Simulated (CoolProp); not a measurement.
Vapour-liquid equilibrium of methanol (1) + ethanol (2) at 17.9 kPa; x and y are mole fractions of (1).

The numbers come from the multi-fluid Helmholtz-energy mixture model, de Reuck 1993 and Schroeder 2014; pair parameters Bell 2016 in CoolProp.

```tsv
x	bubble temperature, mixture model (°C)	bubble temperature, Raoult's law (°C)	y, mixture model	y, Raoult's law
0.05	39.0	39.1	0.097	0.095
0.15	37.3	37.3	0.261	0.262
0.25	35.7	35.6	0.398	0.404
0.35	34.2	34.1	0.515	0.524
0.45	32.8	32.6	0.618	0.628
0.55	31.5	31.3	0.709	0.718
0.65	30.2	30.0	0.790	0.795
0.75	29.0	28.8	0.862	0.863
0.85	27.7	27.6	0.924	0.923
0.95	26.6	26.5	0.977	0.976
```

The largest gap from Raoult's law is +0.2 K in bubble temperature, at x = 0.65. No azeotrope shows between x = 0.05 and 0.95.

The pair parameters rest on a limited set of measurements; away from them the model extrapolates.
